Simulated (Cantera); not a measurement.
Cantera run, input and output.

```python
import numpy as np
import cantera as ct

gas = ct.Solution("gri30.yaml")


def delay(T, t_max=10):
    gas.TPX = T, 680000, {'CO': 1, 'H2': 0.15, 'CH4': 0.1, 'O2': 0.791, 'N2': 2.97}
    reactor = ct.IdealGasConstPressureReactor(gas, clone=False)
    net = ct.ReactorNet([reactor])
    net.rtol, net.atol = 1e-8, 1e-16
    while net.time < t_max:
        t_old, T_old = net.time, reactor.T
        net.step()
        if reactor.T > T + 400:  # ignition: a rise of 400 K
            return t_old + (T + 400 - T_old) / (reactor.T - T_old) * (net.time - t_old)
    return np.nan


taus = []
for T in [850, 900, 950, 1000, 1050, 1100, 1150, 1200, 1250]:
    taus.append(delay(T))
    print(f"T0 = {T:6g} K   tau = {taus[-1]:.4e} s")
```

It prints:

```
T0 =    850 K   tau = 3.3441e-01 s
T0 =    900 K   tau = 6.6007e-02 s
T0 =    950 K   tau = 1.5257e-02 s
T0 =   1000 K   tau = 4.0763e-03 s
T0 =   1050 K   tau = 1.2691e-03 s
T0 =   1100 K   tau = 4.7544e-04 s
T0 =   1150 K   tau = 2.1564e-04 s
T0 =   1200 K   tau = 1.1326e-04 s
T0 =   1250 K   tau = 6.5972e-05 s
```

Computed with Cantera and GRI-Mech 3.0 (53 species, 325 reactions). Below about 1000 K GRI-Mech 3.0 lacks low-temperature oxidation paths. Below about 950 K walls govern HO2 and H2O2 in real vessels.
